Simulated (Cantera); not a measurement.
Input: 1 mol Si₃N₄, 5.2 mol HF, 4.3 mol N₂, held at 0.140 bar.

Method: chemical equilibrium by Gibbs-energy minimisation in Cantera with the NASA 1993 tables (ideal gas, pure condensed phases). Candidate condensed phases: Si, Si₃N₄; 37 gas species. The tables' values for SiF₃, SiF₂ are old estimates; treat these amounts as uncertain. The numbers say what is thermodynamically allowed, not how fast it happens.

x: gas mole fraction; n: condensed amount in mol.

```json
[
 {"T (K)": "800", "x N₂": "0.570", "x H₂": "0.287", "x SiF₄": "0.143", "x HF": "6.21e-5", "x SiF₃": "2.13e-8", "x SiHF₃": "2.33e-5", "n Si₃N₄(s)": "0.567"},
 {"T (K)": "875", "x N₂": "0.570", "x H₂": "0.287", "x SiF₄": "0.143", "x HF": "0.000149", "x SiF₃": "2.37e-7", "x SiHF₃": "5.70e-5", "n Si₃N₄(s)": "0.567"},
 {"T (K)": "950", "x N₂": "0.570", "x H₂": "0.287", "x SiF₄": "0.143", "x HF": "0.000309", "x SiF₃": "1.79e-6", "x SiHF₃": "0.000121", "n Si₃N₄(s)": "0.567"},
 {"T (K)": "1025", "x N₂": "0.570", "x H₂": "0.286", "x SiF₄": "0.143", "x HF": "0.000576", "x SiF₃": "1.00e-5", "x SiHF₃": "0.000229", "n Si₃N₄(s)": "0.567"},
 {"T (K)": "1100", "x N₂": "0.570", "x H₂": "0.286", "x SiF₄": "0.143", "x HF": "0.000984", "x SiF₃": "4.43e-5", "x SiHF₃": "0.000397", "n Si₃N₄(s)": "0.567"},
 {"T (K)": "1175", "x N₂": "0.570", "x H₂": "0.286", "x SiF₄": "0.142", "x HF": "[?]", "x SiF₃": "0.000161", "x SiHF₃": "[?]", "n Si₃N₄(s)": "0.567"},
 {"T (K)": "1250", "x N₂": "0.570", "x H₂": "0.285", "x SiF₄": "0.142", "x HF": "0.00236", "x SiF₃": "0.000500", "x SiHF₃": "0.000969", "n Si₃N₄(s)": "0.567"},
 {"T (K)": "1325", "x N₂": "0.569", "x H₂": "0.284", "x SiF₄": "0.140", "x HF": "[?]", "x SiF₃": "0.00136", "x SiHF₃": "[?]", "n Si₃N₄(s)": "0.567"},
 {"T (K)": "1400", "x N₂": "0.569", "x H₂": "0.283", "x SiF₄": "0.138", "x HF": "0.00463", "x SiF₃": "0.00328", "x SiHF₃": "0.00192", "n Si₃N₄(s)": "0.566"}
]
```

**Question.** Complete the blanks.

**Answer.** 
- 1175, x HF: 0.00157
- 1175, x SiHF₃: 0.000639
- 1325, x HF: 0.00337
- 1325, x SiHF₃: 0.00140
